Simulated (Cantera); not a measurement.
Charge: 1 mol TEOS, 0.12 mol N2O, 7 mol H2, held at 0.390 bar.

Method: chemical equilibrium by Gibbs-energy minimisation in Cantera with the NASA 1993 tables (ideal gas, pure condensed phases). Candidate condensed phases: C, C6H6, C7H8, C8H18, H2O, Si, SiC, SiO2, Si2N2O, Si3N4; 151 gas species. The feed counts by its element totals alone. The tables hold silica as quartz up to 1696 K and as liquid above; real silica turns to tridymite and cristobalite and melts near 1996 K. Equilibrium is a limit: real reactors are often held back by kinetics, nucleation or transport.

Over these rows the condensed part is C(graphite) + SiO2(β-quartz). Partial pressures as log10 of bar:

```
T (K)  1000/T (1/K)  log p H2O  log p H2  log p CO
-----  ------------  ---------  --------  --------
923          1.0834      -1.85     -0.50     -1.55
1023         0.9775      -2.44     -0.47     -1.40
1123         0.8905      -3.02     -0.47     -1.37
1223         0.8177      -3.53     -0.46     -1.37
1323         0.7559      -3.97     -0.46     -1.37
1423         0.7027          ?     -0.46     -1.37
```

Fit log p(H2O) = a + b·(1000/T) to the five rows, give the apparent enthalpy, and predict the row at 1423 K.

Means: 1000/T = 0.9050, log p = -2.962. Sxy = 0.436946, Sxx = 0.0671452, so b = 6.51 and a = -2.962 − (6.51)×0.9050 = -8.85.
Apparent enthalpy: −19.145 × (6.51) = -125 kJ/mol. With the condensed phases at unit activity, H2(g) + CO(g) = H2O(g) + C(graphite) links this pressure to the main gases: over the six rows their terms move log p by +0.22 in all, so the slope isn't that reaction's ΔH° alone. The five rows lie within 0.05 of the line.
Prediction at 1423 K: -8.85 + (6.51)×0.7027 = -4.28. The computed value is -4.34, 0.06 from the line.
